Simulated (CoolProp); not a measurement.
Saturation properties of n-perfluorobutane.

Computed with CoolProp (reference Helmholtz-energy equation of state, Gao 2022).

```tsv
T (K)	p (kPa)	liquid density (kg/m³)	enthalpy of vaporisation (kJ/kg)	liquid cp (kJ/(kg K))	vapour Z
244.2	29.58	1690	106.1	1.071	0.9811
247.8	35.55	1677	105.0	1.075	0.9782
251.3	42.25	1665	103.9	1.079	0.9752
254.8	49.91	1653	102.8	1.084	0.9719
258.3	58.64	1641	101.7	1.088	0.9682
261.8	68.52	1629	100.6	1.092	0.9643
265.3	79.68	1617	99.49	1.097	0.9600
268.8	92.20	1604	98.36	1.101	0.9555
272.4	106.6	1591	97.18	1.106	0.9504
275.9	122.3	1579	96.01	1.111	0.9451
279.4	139.7	1566	94.83	1.116	0.9394
282.9	158.9	1553	93.63	1.121	0.9334
286.4	180.1	1540	92.41	1.126	0.9269
289.9	203.3	1527	91.16	1.132	0.9201
```

It boils at 271.1 K under 1 atm.
